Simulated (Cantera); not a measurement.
Input: 1 mol Fe3O4, 0.38 mol CH4, 0.74 mol H2, equilibrated at 210000 Pa.

These are equilibrium values from Cantera (NASA tables, ideal gas, pure condensed phases), not measurements of a reactor. Candidate condensed phases: C, C6H6, C7H8, C8H18, Fe, Fe(CO)5, FeO, Fe(OH)2, Fe(OH)3, Fe2O3, Fe3O4, H2O; 114 gas species. The tables' stoichiometric FeO is somewhat more stable than real wüstite, so its field is too wide. FeO: taken at fixed stoichiometry. Kinetics and transport are ignored.

Q: At 1527 °C, list the 6 most abundant gas species with their mole fractions, and the condensed phases.

A: H2 0.496, H2O 0.302, CO 0.174, CO2 0.0278, H 0.000174, Fe(OH)2 4.36e-5. Condensed: FeO(l).
